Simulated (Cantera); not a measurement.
A closed system holds: 1 mol N2O, 0.099 mol SO2, held at 352 °C and 9800000 Pa.

Cantera equilibrium calculation (NASA polynomials, part measured and part estimated; ideal gas, pure solids and liquids). Candidate condensed phases: S; 17 gas species. The ideal-gas law is rough above about 30 bar. Rates play no part.

Base state: N2 0.645, O2 0.291, SO3 0.0639 (mole fractions); condensed: gas only.

Task: What changes in the equilibrium state with this change: temperature from 352 °C to 1100 °C?

Result: 
```
species   before     after
-------  -------  --------
N2         0.645     0.631
O2         0.291     0.306
SO2      5.45e-6    0.0441
SO3       0.0639    0.0184
NO       4.56e-8  0.000670
NO2      1.90e-6   6.58e-5
```
